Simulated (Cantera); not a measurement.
**Premixed flame**

A freely propagating, adiabatic, planar premixed flame of 23.7 % H2, 16.0 % O2, 60.2 % N2, unburnt at 425 K and 0.340 bar; multicomponent transport, grid criteria slope 0.08 and curve 0.16, no radiation.

Detailed kinetics in Cantera: the H2/O2 subset of GRI-Mech 3.0, which has no nitrogen chemistry. Burning velocities carry a grid error of a few per cent, more on coarse grids.

```tsv
z (mm)	T (K)	u (m/s)	x H2	x O2	x OH	x O	x H	x H2O2
-4.75	425	2.79	0.237	0.160	<1e-8	<1e-8	<1e-8	<1e-8
-3.17	425	2.79	0.237	0.160	<1e-8	<1e-8	<1e-8	<1e-8
-2.37	425	2.79	0.237	0.160	<1e-8	<1e-8	<1e-8	<1e-8
-1.58	425	2.79	0.237	0.160	<1e-8	<1e-8	<1e-8	<1e-8
-0.791	435	2.84	0.232	0.161	1.50e-5	1.92e-6	1.67e-5	5.25e-6
-0.396	652	4.14	0.198	0.157	0.000695	0.000145	0.00332	2.65e-5
0	1071	6.59	0.109	0.124	0.00223	0.00415	0.0244	2.77e-6
0.396	1368	8.33	0.0381	0.0748	0.00704	0.0116	0.0387	2.42e-6
0.791	1512	9.16	0.0240	0.0607	0.00982	0.0132	0.0347	1.53e-6
1.58	1662	9.98	0.0209	0.0558	0.0121	0.0119	0.0250	7.79e-7
3.17	1806	10.7	0.0177	0.0526	0.0134	0.00925	0.0157	3.95e-7
6.33	1936	11.4	0.0132	0.0500	0.0134	0.00634	0.00837	2.22e-7
12.7	2038	11.9	0.00839	0.0483	0.0117	0.00378	0.00371	1.42e-7
```
x: mole fraction of selected species; z is measured from the peak of heat release.

```yaml
laminar_burning_velocity: 279 cm/s
thermal_thickness: 1.58 mm
peak x(OH): 0.0136
peak x(O): 0.0133
peak x(H): 0.0387
peak x(H2O2): 2.94e-5
```
